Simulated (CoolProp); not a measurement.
The fluid at 298.15 K and 5.68 MPa is throttled through a valve to 3.95 MPa with no heat exchange. The same conditions are run with several fluids, on thermodynamics alone (safety and materials aside).

The numbers come from the reference Helmholtz-energy equation of state of each fluid (isohexane: Lemmon 2006; R142b: Lemmon 2006; isobutane: Bücker 2006; R1336mzz(E): Akasaka 2023; R125: Lemmon 2005) in CoolProp.

```json
[
 {"fluid": "isohexane", "temperature change (K)": "+0.7", "final density (kg/m³)": "652"},
 {"fluid": "R142b", "temperature change (K)": "+0.4", "final density (kg/m³)": "1120"},
 {"fluid": "isobutane", "temperature change (K)": "+0.5", "final density (kg/m³)": "557"},
 {"fluid": "R1336mzz(E)", "temperature change (K)": "+0.4", "final density (kg/m³)": "1340"},
 {"fluid": "R125", "temperature change (K)": "-0.3", "final density (kg/m³)": "1230"}
]
```
